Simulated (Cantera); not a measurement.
Feed: 1 mol TiC, 0.016 mol C, 2.1 mol H2, equilibrated at 1.00 bar.

Equilibrium computed with Cantera from the NASA thermochemical tables; the gas is ideal and each condensed phase is pure. Candidate condensed phases: C, C6H6, C7H8, C8H18, Ti, TiC; 89 gas species. Ions and electrons are included (thermal ionisation). TiC: taken at fixed stoichiometry. The numbers say what is thermodynamically allowed, not how fast it happens.

x: gas mole fraction; n: condensed amount in mol.

| T (K) | x H2 | x H | x Ti | x C | x C3 | x C2 | x C2H | x C2H2 (acetylene) | n C(graphite) | n TiC(s) | n TiC(l) |
|---|---|---|---|---|---|---|---|---|---|---|---|
| 2000 | 0.997 | 0.00162 | 7.63e-10 | 3.04e-11 | 2.77e-11 | 2.34e-12 | 2.34e-8 | 0.000766 | 0.0118 | 1.00 | 0 |
| 2500 | 0.971 | [?] | [?] | [?] | [?] | [?] | [?] | 0.00368 | 0 | 1.000 | 0 |
| 3000 | [?] | [?] | [?] | [?] | [?] | [?] | [?] | 0.00385 | 0 | 0.998 | 0 |
| 3500 | 0.527 | 0.429 | 0.0279 | 0.000939 | 0.000923 | 0.000327 | 0.00289 | 0.0113 | 0 | 0 | 0.922 |
| 4000 | 0.128 | 0.570 | 0.204 | 0.0214 | 0.0343 | 0.0123 | 0.0178 | 0.00815 | 0 | 0 | 0 |
| 4500 | 0.0368 | 0.663 | 0.175 | 0.0751 | 0.0166 | 0.0194 | 0.00642 | 0.000524 | 0 | 0 | 0 |
| 5000 | 0.0108 | 0.668 | 0.158 | 0.133 | 0.00254 | 0.0118 | 0.00106 | 1.96e-5 | 0 | 0 | 0 |

Fill in the missing entries.


- 2500, x H: 0.0248
- 2500, x Ti: 2.89e-6
- 2500, x C: 9.84e-8
- 2500, x C3: 1.03e-7
- 2500, x C2: 1.60e-8
- 2500, x C2H: 6.73e-6
- 3000, x H2: 0.849
- 3000, x H: 0.146
- 3000, x Ti: 0.00104
- 3000, x C: 1.37e-5
- 3000, x C3: 6.13e-6
- 3000, x C2: 2.31e-6
- 3000, x C2H: 0.000113
